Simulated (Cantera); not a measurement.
A perfectly stirred reactor is fed with 75.8 % CH₄, 24.2 % CO₂, at 1280 Torr; it is held at 2000 K, and followed from long to short residence time.

Computed with Cantera and GRI-Mech 3.0 (53 species, 325 reactions). GRI-Mech 3.0 stops at C3 and has no aromatics, soot or wall deposition, so with more carbon than oxygen in the feed, carbon stays in small species such as C2H2 where larger ones or solid carbon would form.

**Question.** Predict: x(CH₄) at τ = 14.0 s; x(CO₂) at τ = 14.0 s; x(H₂) at τ = 14.0 s; x(CH₂CO) at τ = 14.0 s; x(CH₄) at τ = 0.260 s; x(CO₂) at τ = 0.260 s; x(H₂) at τ = 0.260 s; x(CH₂CO) at τ = 0.260 s.

**Answer.** 
```
Quantity                   Result
-----------------------  --------
x(CH₄) at τ = 14.0 s      0.00471
x(CO₂) at τ = 14.0 s      1.52e-5
x(H₂) at τ = 14.0 s         0.623
x(CH₂CO) at τ = 14.0 s    7.69e-7
x(CH₄) at τ = 0.260 s      0.0103
x(CO₂) at τ = 0.260 s    0.000756
x(H₂) at τ = 0.260 s        0.613
x(CH₂CO) at τ = 0.260 s   5.12e-6
```
